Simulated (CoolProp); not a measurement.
R142b at 241.75 K and 0.0261 MPa is compressed adiabatically to 0.171 MPa with isentropic efficiency 0.6. Each further row changes one setting.

Values from CoolProp's reference Helmholtz-energy equation of state, Lemmon 2006. It is a short technical equation, of lower accuracy than the large ones.

```json
[
 {"case": "as stated", "work (kJ/kg)": "?", "final temperature (K)": "?", "final density (kg/m³)": "6.50"},
 {"case": "efficiency 1", "work (kJ/kg)": "40.7", "final temperature (K)": "?", "final density (kg/m³)": "?"},
 {"case": "efficiency 0.65", "work (kJ/kg)": "?", "final temperature (K)": "322.6", "final density (kg/m³)": "?"}
]
```

### Question
Some entries are withheld; supply them.

### Answer

- as stated, work (kJ/kg): 67.9
- as stated, final temperature (K): 328.4
- efficiency 1, final temperature (K): 297.8
- efficiency 1, final density (kg/m³): 7.27
- efficiency 0.65, work (kJ/kg): 62.7
- efficiency 0.65, final density (kg/m³): 6.63
